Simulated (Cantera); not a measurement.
A closed system holds: 1 mol PbO, 0.081 mol O₂, 2.2 mol N₂, held at 1 atm.

Cantera equilibrium calculation (NASA polynomials, part measured and part estimated; ideal gas, pure solids and liquids). Candidate condensed phases: Pb, PbO, PbO₂, Pb₃O₄; 12 gas species. Equilibrium is a limit: real reactors are often held back by kinetics, nucleation or transport.

Question: At 727 °C, list the 3 most abundant gas species with their mole fractions, and the condensed phases.

Answer: N₂ 0.964, O₂ 0.0355, NO 1.42e-5. Condensed: PbO(yellow).
